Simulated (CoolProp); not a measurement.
Computed with CoolProp (reference Helmholtz-energy equation of state, Tillner-Roth 1997).

Q: Give the vapour pressure (kPa), vapour density (kg/m³), surface tension (mN/m) of saturated CH2F2 (R32) at -6.95, 62.85 °C.

A: 
```
T (°C)  p (kPa)  vapour density (kg/m³)  surface tension (mN/m)
------  -------  ----------------------  ----------------------
-6.95       647                    17.6                    12.2
62.85      4190                     149                    1.43
```

Surface tension comes from a separate correlation (Mulero 2012).
